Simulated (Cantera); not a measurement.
Input (Python, Cantera) and output of one run.

```python
import numpy as np
import cantera as ct

gas_names = """
    C CH CH2 CH3 CH2OH CH3O CH4 CH3OH CO CO2 COOH C2 C2H CHCO,ketyl C2H2,acetylene C2H2,vinylidene
    CH2CO,ketene C2H3,vinyl CH3CO,acetyl C2H4 C2H4O,ethylen CH3CHO,ethanal CH3COOH (HCOOH)2 C2H5 C2H6
    CH3OCH3 C2H5OH C2O C3 C3H3,propargyl C3H4,allene C3H4,propyne C3H4,cyclo- C3H5,allyl C3H6,propylene
    C3H6,cyclo- C3H6O C3H7,n-propyl C3H7,i-propyl C3H8 C3H8O,1propanol C3H8O,2propanol C3O2 C4 C4H2
    C4H4,1,3-cyclo- C4H6,butadiene C4H6,2-butyne C4H6,cyclo- C4H8,1-butene C4H8,cis2-buten
    C4H8,tr2-butene C4H8,isobutene C4H8,cyclo- (CH3COOH)2 C4H9,n-butyl C4H9,i-butyl C4H9,s-butyl
    C4H9,t-butyl C4H10,isobutane C4H10,n-butane C5 C5H6,1,3cyclo- C5H8,cyclo- C5H10,1-pentene
    C5H10,cyclo- C5H11,pentyl C5H11,t-pentyl C5H12,n-pentane C5H12,i-pentane CH3C(CH3)2CH3 C6H2
    C6H5,phenyl C6H5O,phenoxy C6H6 C6H5OH,phenol C6H10,cyclo- C6H12,1-hexene C6H12,cyclo- C6H13,n-hexyl
    C7H7,benzyl C7H8 C7H8O,cresol C7H14,1-heptene C7H15,n-heptyl C7H16,n-heptane C8H8,styrene
    C8H10,ethylbenz C8H16,1-octene C8H17,n-octyl C8H18,isooctane C8H18,n-octane C9H19,n-nonyl
    C10H8,naphthale C10H21,n-decyl C12H9,o-bipheny C12H10,bipheny H HCO HO2 H2 HCHO,formaldehy HCOOH H2O
    H2O2 O OH O2 O3 Si SiC SiC2 SiC4H12 SiH SiH2 SiH3 SiH4 SiO SiO2 Si2 Si2C Si3
""".split()
cond_names = """
    C(gr) C6H6(L) C7H8(L) C8H18(L),n-octa H2O(s) H2O(L) Si(cr) Si(L) SiC(b) SiO2(Lqz) SiO2(hqz) SiO2(L)
""".split()


def load(file, names, dense=False):
    # The tables refer to 1 bar. Condensed volumes are neglected.
    table = {s.name: s for s in ct.Species.list_from_file(file)}
    out = []
    for n in names:
        d = dict(table[n].input_data)
        d["thermo"] = dict(d["thermo"], **{"reference-pressure": 1e5})
        if dense:
            d["equation-of-state"] = {"model": "constant-volume", "density": "1e6 g/cm^3"}
        out.append(ct.Species.from_dict(d))
    return out


gas = ct.Solution(thermo="ideal-gas", species=load("nasa_gas.yaml", gas_names))
cond = {s.name: ct.Solution(thermo="fixed-stoichiometry", species=[s], name=s.name)
        for s in load("nasa_condensed.yaml", cond_names, dense=True)}
atoms = {
    'SiC': {'Si': 1, 'C': 1},
    'H2O': {'H': 2, 'O': 1},
    'H2': {'H': 2},
}
top_T = {'C(gr)': 4500, 'SiC(b)': 3050}  # K; cautious upper limits of use, not melting points


def equilibrate(T, P, feed):
    n = {}
    for name, mol in feed.items():
        for a, k in atoms[name].items():
            n[a] = n.get(a, 0.0) + k * mol
    gas.TPX = T, P, n
    mass = sum(n.values()) * gas.mean_molecular_weight
    gas.equilibrate("TP")
    valid = [c for c in cond.values() if c.min_temp <= T <= top_T.get(c.name, c.max_temp)]
    mix = ct.Mixture([(gas, mass / gas.mean_molecular_weight)] + [(c, 0.0) for c in valid])
    mix.T, mix.P = T, P
    mix.equilibrate("TP", solver="vcs", rtol=1e-11, max_steps=5000)
    return mix


results = []
feed = {'SiC': 1, 'H2O': 0.62, 'H2': 24}  # mol
T = 1800  # K
P = 100000  # Pa
mix = equilibrate(T, P, feed)
results.append((T, P, feed, dict(zip(mix.species_names, mix.species_moles))))
print(gas.report(threshold=1e-05))
for i in range(1, mix.n_phases):
    print(f"{mix.phase(i).name:16s} {mix.phase_moles(i):12.5e} mol")
```

It prints:

```
       temperature   1800 K
          pressure   1e+05 Pa
           density   0.019058 kg/m^3
  mean mol. weight   2.8522 kg/kmol
   phase of matter   gas

                          1 kg             1 kmol
                     ---------------   ---------------
          enthalpy        1.5362e+07        4.3814e+07  J
   internal energy        1.0114e+07        2.8848e+07  J
           entropy             65903        1.8797e+05  J/K
    Gibbs function       -1.0326e+08       -2.9453e+08  J
 heat capacity c_p             11771             33574  J/K
 heat capacity c_v            8856.1             25259  J/K

                      mass frac. Y      mole frac. X     chem. pot. / RT
                     ---------------   ---------------   ---------------
               CH4        0.00030611        5.4422e-05           -43.494
                CO           0.12016          0.012236           -39.138
                 H        0.00012495        0.00035355           -9.5876
                H2           0.68917           0.97502           -19.175
               H2O        0.00028876        4.5717e-05           -53.169
               SiO           0.18981          0.012281           -40.392
     [ +117 minor]        0.00013979        1.3571e-05

C(gr)             0.00000e+00 mol
Si(L)             0.00000e+00 mol
SiC(b)            6.89710e-01 mol
SiO2(L)           0.00000e+00 mol
```

Method: chemical equilibrium by Gibbs-energy minimisation in Cantera with the NASA 1993 tables (ideal gas, pure condensed phases).
